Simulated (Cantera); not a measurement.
A freely propagating, adiabatic, planar premixed flame of H2 : O2 : N2 : H2O = 1 : 0.794 : 2.98 : 0.17 (molar parts), equivalence ratio 0.63, unburnt at 375 K and 29000 Pa; mixture-averaged transport, grid criteria slope 0.08 and curve 0.16, no radiation.

Model: the H2/O2 subset of GRI-Mech 3.0, which has no nitrogen chemistry, integrated in Cantera. Burning velocities carry a grid error of a few per cent, more on coarse grids. Lean hydrogen flames are cellular in practice and burn faster than this planar one.

x: mole fraction of selected species; z is measured from the peak of heat release.

```json
[
 {"z (mm)": "-5.03", "T (K)": "375", "u (m/s)": "1.59", "x H2": "0.202", "x O2": "0.161", "x H2O": "0.0344", "x H2O2": "<1e-8", "x HO2": "<1e-8", "x OH": "<1e-8"},
 {"z (mm)": "-3.35", "T (K)": "375", "u (m/s)": "1.59", "x H2": "0.202", "x O2": "0.161", "x H2O": "0.0344", "x H2O2": "<1e-8", "x HO2": "<1e-8", "x OH": "<1e-8"},
 {"z (mm)": "-2.51", "T (K)": "375", "u (m/s)": "1.59", "x H2": "0.202", "x O2": "0.161", "x H2O": "0.0344", "x H2O2": "<1e-8", "x HO2": "1.21e-8", "x OH": "<1e-8"},
 {"z (mm)": "-1.68", "T (K)": "375", "u (m/s)": "1.59", "x H2": "0.201", "x O2": "0.161", "x H2O": "0.0345", "x H2O2": "(withheld)", "x HO2": "2.65e-7", "x OH": "<1e-8"},
 {"z (mm)": "-0.838", "T (K)": "405", "u (m/s)": "1.69", "x H2": "0.185", "x O2": "0.163", "x H2O": "0.0367", "x H2O2": "(withheld)", "x HO2": "0.000117", "x OH": "1.79e-5"},
 {"z (mm)": "-0.419", "T (K)": "647", "u (m/s)": "2.62", "x H2": "0.146", "x O2": "0.158", "x H2O": "0.0610", "x H2O2": "(withheld)", "x HO2": "0.000139", "x OH": "0.000589"},
 {"z (mm)": "0", "T (K)": "1007", "u (m/s)": "3.98", "x H2": "0.0850", "x O2": "0.132", "x H2O": "0.122", "x H2O2": "(withheld)", "x HO2": "5.54e-5", "x OH": "0.00142"},
 {"z (mm)": "0.419", "T (K)": "1266", "u (m/s)": "4.97", "x H2": "0.0348", "x O2": "0.0947", "x H2O": "0.188", "x H2O2": "(withheld)", "x HO2": "2.98e-5", "x OH": "0.00443"},
 {"z (mm)": "0.838", "T (K)": "1409", "u (m/s)": "5.51", "x H2": "0.0174", "x O2": "0.0778", "x H2O": "0.216", "x H2O2": "(withheld)", "x HO2": "2.05e-5", "x OH": "0.00681"},
 {"z (mm)": "1.68", "T (K)": "1550", "u (m/s)": "6.03", "x H2": "0.0121", "x O2": "0.0715", "x H2O": "0.229", "x H2O2": "(withheld)", "x HO2": "1.46e-5", "x OH": "0.00852"},
 {"z (mm)": "3.35", "T (K)": "1673", "u (m/s)": "6.46", "x H2": "0.00885", "x O2": "0.0689", "x H2O": "0.239", "x H2O2": "(withheld)", "x HO2": "1.01e-5", "x OH": "0.00889"},
 {"z (mm)": "6.70", "T (K)": "1767", "u (m/s)": "6.78", "x H2": "0.00534", "x O2": "0.0675", "x H2O": "0.247", "x H2O2": "(withheld)", "x HO2": "6.27e-6", "x OH": "0.00787"},
 {"z (mm)": "13.4", "T (K)": "1827", "u (m/s)": "6.98", "x H2": "0.00256", "x O2": "0.0670", "x H2O": "0.253", "x H2O2": "(withheld)", "x HO2": "3.32e-6", "x OH": "0.00590"}
]
```

### Question
Complete the blanks.

### Answer

- -1.68, x H2O2: 3.17e-8
- -0.838, x H2O2: 1.59e-5
- -0.419, x H2O2: 3.38e-5
- 0, x H2O2: 4.19e-6
- 0.419, x H2O2: 2.86e-6
- 0.838, x H2O2: 2.06e-6
- 1.68, x H2O2: 1.05e-6
- 3.35, x H2O2: 5.08e-7
- 6.70, x H2O2: 2.70e-7
- 13.4, x H2O2: 1.52e-7
